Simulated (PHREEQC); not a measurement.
A solution holds 0.016 mol/kgw H2SO4, 0.26 mol/kgw ZnSO4 and 0.13 mol/kgw MgSO4, at 20 °C. Closed to the air; pH follows from the charge balance.

The numbers come from PHREEQC with the ion-association model, wateq4f.dat.

This is a speciation only: nothing precipitates in the calculation.

Q: Predict the pH, ionic strength.

A: pH 2.10; ionic strength 0.695 mol/kgw.

Q: In which forms is S present?

A: Zn(SO4)2-2 29 %, SO4-2 27 %, ZnSO4 23 %, MgSO4 16 %, HSO4- 5.3 % of the S.

Species that the database lacks are ignored.
